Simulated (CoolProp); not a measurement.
Vapour-liquid equilibrium of benzene (1) + toluene (2) at 0.094 MPa; x and y are mole fractions of (1).

Computed with CoolProp (multi-fluid Helmholtz-energy mixture model, Thol 2012 and Lemmon 2006; pair parameters Bell 2016).

Give the bubble temperature and the first vapour's composition at x = 0.125, 0.425, 0.65. Is there an azeotrope?

x = 0.125: 375.8 K, y = 0.248; x = 0.425: 365.1 K, y = 0.641; x = 0.65: 358.8 K, y = 0.821. No azeotrope shows between x = 0.05 and 0.95.

Pair parameters are fitted to limited data, so mixtures are less certain than the pure fluids.
